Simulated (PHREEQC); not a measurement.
Make-up at 54 °C: 0.2 mol/kgw ZnSO4, 0.0087 mol/kgw Na2SO4 and 0.0091 mol/kgw NiCl2. Closed to the air; pH follows from the charge balance.

All values are PHREEQC results (ion-association model, wateq4f.dat), not measurements.

This is a speciation only: nothing precipitates in the calculation.

Q: Estimate the pH.

A: pH 5.16.

Q: In which forms is S present?

A: ZnSO4 38 %, SO4-2 31 %, Zn(SO4)2-2 28 %, NiSO4 1.9 %, NaSO4- 0.6 % of the S.

Constants without temperature data keep their 25 °C values here.
